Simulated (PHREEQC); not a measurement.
Make-up at 25 °C: 0.16 mol CuSO4, 0.015 mol HNO3 and 0.00048 mol Na2SO4 per kg of water. Closed to the air; pH follows from the charge balance.

Computed with PHREEQC (ion-association model, wateq4f.dat).

```json
[
 {"quantity": "pH", "before": "2.40", "after": "4.46"},
 {"quantity": "ionic strength (mol/kgw)", "before": "0.325", "after": "0.313"},
 {"quantity": "CuSO4 (mol/kgw)", "before": "0.0779", "after": "0.0820"},
 {"quantity": "SO4-2 (mol/kgw)", "before": "0.0726", "after": "0.0783"},
 {"quantity": "HSO4- (mol/kgw)", "before": "0.00987", "after": "9.27e-5"},
 {"quantity": "Na+ (mol/kgw)", "before": "0.000881", "after": "0.000875"},
 {"quantity": "SI of Chalcanthite (CuSO4:5H2O)", "before": "-0.76", "after": "-0.73"},
 {"quantity": "SI of Tenorite (CuO)", "before": "-4.46", "after": "-0.35"}
]
```

### Question
Which change was made?
A) Na2SO4 from 0.00048 to 4.8e-05 mol/kgw
B) HNO3 left out
C) CuSO4 from 0.16 to 0.144 mol/kgw
D) 0.0078 mol/kgw LiOH added

### Answer
B, HNO3 left out

No solid was allowed to form. Some of these states are supersaturated (in Antlerite, Brochantite, for instance).
